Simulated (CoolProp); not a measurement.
The fluid at 298.15 K and 0.234 MPa flows at 0.053 m/s in a round tube of 25 mm bore and 15 µm roughness, fully developed (64/Re and Nu = 3.66 if laminar; Colebrook and Gnielinski if turbulent). The same conditions are run with several fluids, on thermodynamics alone (safety and materials aside).

Model: reference Helmholtz-energy equation of state of each fluid (R141b: Lemmon 2006; toluene: Lemmon 2006; benzene: Thol 2012; water: Wagner 2002), in CoolProp.

```tsv
fluid	Reynolds number	Darcy friction factor	pressure drop (Pa/m)	heat-transfer coefficient (W/(m² K))	mass flow (kg/h)
R141b	4010	0.0405	2.81	102	116
toluene	…	0.0310	1.50	19.1	80.8
benzene	1920	0.0333	…	…	81.8
water	1480	0.0431	2.42	88.8	93.4
```

Some entries are withheld; supply them.


- toluene, Reynolds number: 2070
- benzene, pressure drop (Pa/m): 1.64
- benzene, heat-transfer coefficient (W/(m² K)): 20.7

Transport values come from each fluid's own correlations; those of R141b are estimates that may be off by 10 % or more.
